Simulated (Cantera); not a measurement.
Standard-state values (1 bar) from the NASA 1993 polynomials, evaluated with Cantera. Values are per mole of reaction as written; species without (g) are pure solids or liquids, kept so even where they would boil at 1 bar.

3 C + SiO(g) → CO(g) + SiC2(g), with ΔH° = 605.0 kJ and ΔS° = 205.7 J/K at 300 K.

Question: How far is the shortcut ΔG° ≈ ΔH°(300 K) − T·ΔS°(300 K) from the full temperature-dependent value at 1550, 1650, 1750, 1850, 1950, 2050 K?

Answer: 
| T (K) | shortcut (kJ) | full (kJ) | difference (kJ) | difference in log10 K |
|---|---|---|---|---|
| 1550 | 286.1 | 281.7 | 4.4 | -0.15 |
| 1650 | 265.5 | 261.3 | 4.3 | -0.13 |
| 1750 | 244.9 | 240.9 | 4.0 | -0.12 |
| 1850 | 224.4 | 220.7 | 3.7 | -0.10 |
| 1950 | 203.8 | 200.5 | 3.3 | -0.09 |
| 2050 | 183.2 | 180.4 | 2.8 | -0.07 |
The shortcut ignores the heat-capacity change of the reaction.
